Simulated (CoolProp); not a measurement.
Values from CoolProp's reference Helmholtz-energy equation of state, McLinden 2020.

### Question
For R1336mzz(Z), give the phase and the cp (kJ/(kg K)) at 465.1 K and 0.137 MPa.

### Answer
- 465.1 K and 0.137 MPa: gas; cp 1.09
